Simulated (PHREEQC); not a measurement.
Make-up at 25 °C: 0.002 mol/kgw TMAH, 3.3e-05 mol/kgw H3BO3 and 0.048 mol/kgw Na2CO3. Closed to the air; pH follows from the charge balance.

Model: ion-association model, wateq4f.dat, run in PHREEQC.

The pH comes out as 11.39. The ionic strength is 0.112 mol/kgw and the total alkalinity is 98.0 meq/kg.

```tsv
species	molality	activity	log γ
Na+	0.0794	0.0617	-0.110
CO3-2	0.0302	0.0113	-0.428
NaCO3-	0.0165	0.0129	-0.107
OH-	0.00325	0.00245	-0.123
(CH3)4N+	0.00200	0.00152	-0.118
HCO3-	0.00125	0.000979	-0.107
NaHCO3	3.31e-5	3.39e-5	0.011
H2BO3-	3.28e-5	2.41e-5	-0.134
H3BO3	1.67e-7	1.71e-7	0.011
```

Precipitation was switched off in this run. Species that the database lacks are ignored. (CH3)4N+ isn't in the database: it is added as a free cation with an ion size of 4 Å.
